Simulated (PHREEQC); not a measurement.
Na2CO3 is added in steps, without added water, to 1 kg of water holding 5.3 mmol/kgw KOH, 7.9 mmol/kgw CO2 and 1.1 mmol/kgw (CH3)4NCl, at 37 °C. Oxygen alone is held at its pressure in air (log pO2 = -0.68). No CO2 enters from the air. The run lets Halite, Sylvite precipitate or redissolve, and no other solid.

Base run: PHREEQC, ion-association model, phreeqc.dat. Each further column changes one thing. The table gives CO3-2 (mol/kgw).

```tsv
Na2CO3 added (mol)	base	metal-ligand complexes left out	all activity coefficients set to 1	Davies equation for every ion	Debye-Hückel limiting law
0	1.48e-6	1.48e-6	1.25e-6	1.49e-6	1.52e-6
0.0005	2.61e-6	2.61e-6	2.19e-6	2.63e-6	2.69e-6
0.001	4.63e-6	4.64e-6	3.84e-6	4.66e-6	4.79e-6
0.0015	8.72e-6	8.75e-6	___	8.78e-6	9.04e-6
0.002	1.96e-5	1.97e-5	1.60e-5	1.97e-5	2.04e-5
0.0025	7.78e-5	8.06e-5	___	7.82e-5	8.03e-5
0.003	0.000381	0.000424	0.000352	0.000382	0.000386
0.0035	0.000783	0.000890	___	0.000786	0.000795
0.004	0.00119	0.00137	0.00109	0.00119	0.00121
```

Problem. Complete the blanks.

Solution. 
- 0.0015, all activity coefficients set to 1: 7.17e-6
- 0.0025, all activity coefficients set to 1: 6.61e-5
- 0.0035, all activity coefficients set to 1: 0.000725

(CH3)4N+ isn't in the database: it is added as a free cation with an ion size of 4 Å. Away from 25 °C the constants follow the database's enthalpies or fits; those with neither stay at their 25 °C values.
